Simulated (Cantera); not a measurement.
An adiabatic, constant-volume homogeneous reactor starts with H2 : O2 : N2 = 1 : 0.588 : 2.21 (molar parts), at 1525 K and 0.330 bar.

Model: the H2/O2 subset of GRI-Mech 3.0, which has no nitrogen chemistry, integrated in Cantera.

Question: Predict: time of steepest temperature rise; temperature at 0.100 s; equilibrium temperature; x(H2) at 0.100 s; x(O2) at 0.100 s; x(H2O) at 0.100 s; x(HO2) at 0.100 s; x(H2O2) at 0.100 s; x(O) at 0.100 s; x(OH) at 0.100 s.

Answer: 
- time of steepest temperature rise = 35.6 µs
- temperature at 0.100 s = 2849 K
- equilibrium temperature = 2849 K
- x(H2) at 0.100 s = 0.0404 (gas-phase equilibrium 0.0404)
- x(O2) at 0.100 s = 0.0338 (gas-phase equilibrium 0.0338)
- x(H2O) at 0.100 s = 0.212 (gas-phase equilibrium 0.212)
- x(HO2) at 0.100 s = 1.02e-5 (gas-phase equilibrium 1.02e-5)
- x(H2O2) at 0.100 s = 4.01e-7 (gas-phase equilibrium 4.01e-7)
- x(O) at 0.100 s = 0.0161 (gas-phase equilibrium 0.0161)
- x(OH) at 0.100 s = 0.0400 (gas-phase equilibrium 0.0400)
